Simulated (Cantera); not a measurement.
Source: NASA polynomial tables (part measured, part estimated), evaluated in Cantera. Values are per mole of reaction as written; species without (g) are pure solids or liquids, kept so even where they would boil at 1 bar.

Q: Between 300 and 1023 K, where is each reaction favourable under standard conditions?
- O2(g) + 4 NbO2 → 2 Nb2O5

A: 
- O2(g) + 4 NbO2 → 2 Nb2O5: ΔG° is -575 kJ at 300 K and -468 kJ at 1023 K; it stays negative (K > 1). ΔH° is -624 kJ and ΔS° -152 J/K at 1023 K.
